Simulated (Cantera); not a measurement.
Charge: 1 mol CH3SiCl3, 0.069 mol C2H4, 6.2 mol H2, equilibrated at 4.28 Torr.

Method: chemical equilibrium by Gibbs-energy minimisation in Cantera with the NASA 1993 tables (ideal gas, pure condensed phases). Candidate condensed phases: C, C6H6, C7H8, C8H18, Si, SiC; 109 gas species. The feed counts by its element totals alone. Equilibrium is a limit: real reactors are often held back by kinetics, nucleation or transport.

Over these rows the condensed part is C(graphite) + SiC(s). Partial pressures as log10 of bar:

```
T (K)  1000/T (1/K)  log p SiHCl3  log p H2  log p HCl
-----  ------------  ------------  --------  ---------
1248         0.8013         -6.19     -2.41      -2.75
1348         0.7418         -6.60     -2.41      -2.74
1448         0.6906         -6.98     -2.41      -2.75
1548         0.6460             ?     -2.41      -2.75
1648         0.6068         -7.61     -2.41      -2.76
1748         0.5721         -7.88     -2.41      -2.76
```

Fit log p(SiHCl3) = a + b·(1000/T) to the five rows, give the apparent enthalpy, and predict the row at 1548 K.

Means: 1000/T = 0.6825, log p = -7.052. Sxy = 0.263444, Sxx = 0.0356142, so b = 7.40 and a = -7.052 − (7.40)×0.6825 = -12.10.
Apparent enthalpy: −19.145 × (7.40) = -142 kJ/mol. With the condensed phases at unit activity, SiC(s) + 3 HCl(g) = SiHCl3(g) + C(graphite) + H2(g) links this pressure to the main gases: over the six rows their terms move log p by -0.03 in all, so the slope is close to that reaction's ΔH°. The five rows lie within 0.02 of the line.
Prediction at 1548 K: -12.10 + (7.40)×0.6460 = -7.32. The computed value is -7.31, 0.01 from the line.
